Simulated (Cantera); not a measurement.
Premixed flame

A freely propagating, adiabatic, planar premixed flame of H2 : O2 : N2 : H2O = 1 : 0.217 : 0.817 : 0.0057 (molar parts), equivalence ratio 2.3, unburnt at 625 K and 7500 Torr; mixture-averaged transport, grid criteria slope 0.08 and curve 0.16, no radiation.

Computed with Cantera and the H2/O2 subset of GRI-Mech 3.0, which has no nitrogen chemistry. The hydrogen kinetics of GRI-Mech 3.0 are dated; newer H2 mechanisms differ, most at raised pressure. Burning velocities carry a grid error of a few per cent, more on coarse grids.

```csv
z (mm),T (K),u (m/s),x H2,x O2,x H,x HO2,x H2O2,x O
-0.0764,625,8.46,0.490,0.106,<1e-8,<1e-8,<1e-8,<1e-8
-0.0509,625,8.46,0.490,0.106,<1e-8,2.14e-8,<1e-8,<1e-8
-0.0382,625,8.46,0.490,0.106,<1e-8,1.81e-7,<1e-8,<1e-8
-0.0255,628,8.48,0.489,0.107,1.61e-8,7.88e-6,1.69e-7,5.70e-8
-0.0127,717,9.48,0.474,0.107,0.000162,0.000866,2.94e-5,1.69e-5
-0.00637,1018,13.0,0.437,0.0970,0.00378,0.000962,7.85e-5,0.000245
0,1404,17.6,0.379,0.0683,0.0168,0.000478,2.84e-5,0.00105
0.00637,1677,20.8,0.327,0.0341,0.0316,0.000218,4.86e-6,0.00133
0.0127,1825,22.6,0.300,0.0138,0.0383,8.47e-5,2.43e-6,0.000885
0.0255,1949,24.0,0.288,0.00226,0.0367,1.32e-5,8.79e-7,0.000360
0.0509,2042,25.0,0.291,0.000183,0.0274,1.17e-6,3.08e-7,0.000167
0.102,2116,25.8,0.297,3.04e-5,0.0177,2.76e-7,1.38e-7,7.36e-5
0.204,2167,26.3,0.302,1.06e-5,0.0105,9.82e-8,5.93e-8,2.70e-5
```
x: mole fraction of selected species; z is measured from the peak of heat release.

```
Item                          Value
------------------------  ---------
laminar burning velocity   846 cm/s
thermal thickness         0.0255 mm
peak x(H)                    0.0390
peak x(HO2)                 0.00121
peak x(H2O2)                7.85e-5
peak x(O)                   0.00137
```
